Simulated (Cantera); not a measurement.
An isothermal, constant-pressure homogeneous reactor starts with H2 : O2 = 0.22 : 1 (molar parts), equivalence ratio 0.11, at 1200 K and 0.0267 bar.

Computed with Cantera and the H2/O2 subset of GRI-Mech 3.0, which has no nitrogen chemistry. Radical loss at walls, strong at low pressure, is not modelled. The temperature is held fixed by assumption; the heat of reaction is taken as removed at once.

One state of this run: x H2 = 0.00572; x O2 = 0.748; x O = 0.0448; x H2O = 0.164; x H = 0.0300; x H2O2 = 6.35e-7; x HO2 = 1.73e-5. x: mole fraction; the columns are a selection and need not sum to one.

Question: Which value of t (s) does it belong to?
(A) 2.00e-5
(B) 6.18
(C) 0.00229
(D) 9.71e-5

Answer: C, 0.00229
